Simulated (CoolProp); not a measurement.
Computed with CoolProp (reference Helmholtz-energy equation of state, Zhou 2011).

Problem. Give the vapour pressure (MPa), liquid density (kg/m³), vapour density (kg/m³), enthalpy of vaporisation (kJ/kg) of saturated dimethyl carbonate at 328.9, 359.9, 366.1 K.

Solution. 
| T (K) | p (MPa) | liquid density (kg/m³) | vapour density (kg/m³) | enthalpy of vaporisation (kJ/kg) |
|---|---|---|---|---|
| 328.9 | 0.0295 | 1020 | 0.983 | 399 |
| 359.9 | 0.0909 | 979 | 2.81 | 378 |
| 366.1 | 0.111 | 970 | 3.39 | 374 |
